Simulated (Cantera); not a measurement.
A perfectly stirred reactor is fed with H₂ : O₂ : N₂ : H₂O = 1.1 : 1 : 2.6 : 0.034 (molar parts), at 0.370 bar; it is held at 1250 K, and followed from long to short residence time.

Computed with Cantera and the H2/O2 subset of GRI-Mech 3.0, which has no nitrogen chemistry. The temperature is held fixed by assumption; the heat of reaction is taken as removed at once.

x: mole fraction; the columns are a selection and need not sum to one.

```csv
τ (s),x H₂,x O₂,x OH,x O,x HO₂,x H₂O₂
0.73,0.000192,0.108,0.000312,4.10e-5,5.86e-6,6.46e-7
0.36,?,0.108,?,?,?,?
0.17,0.000504,0.108,0.000506,0.000113,1.27e-5,1.20e-6
0.085,0.000793,0.108,0.000640,0.000183,1.74e-5,1.57e-6
0.041,0.00127,0.108,0.000823,0.000301,2.31e-5,2.04e-6
0.020,?,0.108,?,?,?,?
0.0099,0.00308,0.108,0.00136,0.000780,3.51e-5,3.19e-6
0.0048,0.00477,0.109,0.00177,0.00125,4.07e-5,3.84e-6
```

Question: Some entries are withheld; supply them.

Answer: 
- 0.36, x H₂: 0.000307
- 0.36, x OH: 0.000394
- 0.36, x O: 6.71e-5
- 0.36, x HO₂: 8.67e-6
- 0.36, x H₂O₂: 8.78e-7
- 0.020, x H₂: 0.00199
- 0.020, x OH: 0.00106
- 0.020, x O: 0.000489
- 0.020, x HO₂: 2.92e-5
- 0.020, x H₂O₂: 2.59e-6
